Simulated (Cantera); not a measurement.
Input: 1 mol Cu, 0.38 mol H₂O, 5.6 mol H₂, equilibrated at 1 atm.

Method: chemical equilibrium by Gibbs-energy minimisation in Cantera with the NASA 1993 tables (ideal gas, pure condensed phases). Candidate condensed phases: Cu, CuO, Cu(OH)₂, Cu₂O, H₂O; 12 gas species. Equilibrium is a limit: real reactors are often held back by kinetics, nucleation or transport.

Problem. Which condensed phases are stable at each of these points (T (°C)): 352, 452, 552, 652, 752, 852, 952, 1052, 1152, 1252, 1352, 1452, 1552, 1652?

Solution. 
```csv
T (°C),condensed phases,Cu condensed (%)
352,Cu(s),100.0
452,Cu(s),100.0
552,Cu(s),100.0
652,Cu(s),100.0
752,Cu(s),100.0
852,Cu(s),100.0
952,Cu(s),100.0
1052,Cu(s),100.0
1152,Cu(l),100.0
1252,Cu(l),100.0
1352,Cu(l),100.0
1452,Cu(l),99.9
1552,Cu(l),99.6
1652,Cu(l),98.8
```

From 352 °C to 1052 °C the condensed part is Cu(s). From 1152 °C to 1652 °C the condensed part is Cu(l).
